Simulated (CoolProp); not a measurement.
Sulfur dioxide at several states: Z from the reference equation and from simpler models built on Tc = 430.6 K, pc = 7.887 MPa, ω = 0.256; each cubic takes its own stable root.

The numbers come from the reference Helmholtz-energy equation of state, Gao 2016 in CoolProp.

| T (K) | p (MPa) | phase | reference |
|---|---|---|---|
| 424 | 1.3 | gas | 0.9368 |
| 481.9 | 0.0101 | gas | 0.9997 |
| 477 | 12.2 | supercritical | 0.5105 |

Problem. How far does each simpler model (van der Waals, Redlich-Kwong, Soave-Redlich-Kwong, Peng-Robinson) lie from the reference over these 3 states: mean and median of the absolute difference, and the worst?

Solution. 
- van der Waals: mean 4.1 %, median 1.1 %, worst -11.3 % at 477 K and 12.2 MPa
- Redlich-Kwong: mean 1.4 %, median 0.2 %, worst -4.1 % at 477 K and 12.2 MPa
- Soave-Redlich-Kwong: mean 2.7 %, median 0.2 %, worst +7.9 % at 477 K and 12.2 MPa
- Peng-Robinson: mean 0.8 %, median 0.5 %, worst +1.8 % at 477 K and 12.2 MPa
